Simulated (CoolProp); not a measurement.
Model: reference Helmholtz-energy equation of state, Lemmon 2006, in CoolProp. It is a short technical equation, of lower accuracy than the large ones.

For carbon monoxide, give the phase and the cv (kJ/(kg K)), speed of sound (m/s), isothermal compressibility (1/MPa) at 146 K and 0.463 MPa.


- 146 K and 0.463 MPa: gas; cv 0.753, speed of sound 242, isothermal compressibility 2.24
